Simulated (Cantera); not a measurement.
## Adiabatic ignition

An adiabatic, constant-volume homogeneous reactor starts with C₂H₄ : O₂ : N₂ : CO₂ = 1 : 2.73 : 10.3 : 1.1 (molar parts), at 1025 K and 4.30 bar.

Detailed kinetics in Cantera: GRI-Mech 3.0 (53 species, 325 reactions). GRI-Mech 3.0 was tuned for natural gas; its chemistry of ethylene as a main component is partial and can be far from experiment.

| t (s) | T (K) | P (bar) | x C₂H₄ | x O₂ | x CO₂ | x CO | x CH₂ | x C₂H | x OH |
|---|---|---|---|---|---|---|---|---|---|
| 3.00e-6 | 1025 | 4.30 | 0.0661 | 0.180 | 0.0727 | <1e-12 | <1e-12 | <1e-12 | <1e-12 |
| 7.57e-6 | 1025 | 4.30 | 0.0661 | 0.180 | 0.0727 | <1e-12 | <1e-12 | <1e-12 | <1e-12 |
| 1.91e-5 | 1025 | 4.30 | 0.0661 | 0.180 | 0.0727 | <1e-12 | <1e-12 | <1e-12 | <1e-12 |
| 4.82e-5 | 1025 | 4.30 | 0.0661 | 0.180 | 0.0727 | <1e-12 | <1e-12 | <1e-12 | <1e-12 |
| 0.000122 | 1025 | 4.30 | 0.0661 | 0.180 | 0.0727 | <1e-12 | <1e-12 | <1e-12 | <1e-12 |
| 0.000307 | 1025 | 4.30 | 0.0661 | 0.180 | 0.0727 | <1e-12 | <1e-12 | <1e-12 | <1e-12 |
| 0.000775 | 1025 | 4.30 | 0.0661 | 0.180 | 0.0727 | 1.51e-12 | <1e-12 | <1e-12 | <1e-12 |
| 0.00195 | 1025 | 4.30 | 0.0661 | 0.180 | 0.0727 | 4.98e-12 | <1e-12 | <1e-12 | <1e-12 |
| 0.00493 | 1025 | 4.30 | 0.0661 | 0.180 | 0.0727 | 1.59e-11 | <1e-12 | <1e-12 | <1e-12 |
| 0.0124 | 1025 | 4.30 | 0.0661 | 0.180 | 0.0727 | 6.12e-11 | <1e-12 | <1e-12 | <1e-12 |
| 0.0314 | 1025 | 4.30 | 0.0661 | 0.180 | 0.0727 | 4.66e-10 | <1e-12 | <1e-12 | <1e-12 |
| 0.0793 | 1025 | 4.30 | 0.0661 | 0.180 | 0.0727 | 5.44e-8 | <1e-12 | <1e-12 | <1e-12 |
| 0.200 | 2872 | 12.6 | <1e-12 | 0.0125 | 0.129 | 0.0667 | <1e-12 | <1e-12 | 0.0110 |
x: mole fraction; the columns are a selection and need not sum to one.

- time of steepest temperature rise: 93.7 ms
- temperature at 0.200 s: 2872 K
- equilibrium temperature: 2872 K
- x(C₂H₄) at 0.200 s: <1e-12 (gas-phase equilibrium <1e-12)
- x(O₂) at 0.200 s: 0.0125 (gas-phase equilibrium 0.0125)
- x(CO₂) at 0.200 s: 0.129 (gas-phase equilibrium 0.129)
